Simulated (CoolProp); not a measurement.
A simple Rankine cycle with R115: condensing at 290.15 K, boiler at 2.11 MPa, turbine inlet 336.4 K, turbine efficiency 0.65, pump efficiency 0.7, no recuperator. Each further row changes one setting.

Values from CoolProp's reference Helmholtz-energy equation of state, Lemmon 2016.

```json
[
 {"case": "as stated", "thermal efficiency (%)": "6.2", "net work (kJ/kg)": "7.23", "heat in (kJ/kg)": "116", "turbine exit temperature (K)": "302.4", "volume ratio over the turbine": "3.60"},
 {"case": "turbine inlet 356.4 K", "thermal efficiency (%)": "6.3", "net work (kJ/kg)": "8.76", "heat in (kJ/kg)": "138", "turbine exit temperature (K)": "327.6", "volume ratio over the turbine": "3.26"},
 {"case": "condensing temperature 282.15 K", "thermal efficiency (%)": "7.3", "net work (kJ/kg)": "9.11", "heat in (kJ/kg)": "125", "turbine exit temperature (K)": "297.4", "volume ratio over the turbine": "4.58"},
 {"case": "boiler pressure 1.48 MPa", "thermal efficiency (%)": "4.6", "net work (kJ/kg)": "5.87", "heat in (kJ/kg)": "128", "turbine exit temperature (K)": "318.2", "volume ratio over the turbine": "2.18"},
 {"case": "turbine efficiency 0.55", "thermal efficiency (%)": "5.1", "net work (kJ/kg)": "5.89", "heat in (kJ/kg)": "116", "turbine exit temperature (K)": "304.1", "volume ratio over the turbine": "3.63"}
]
```
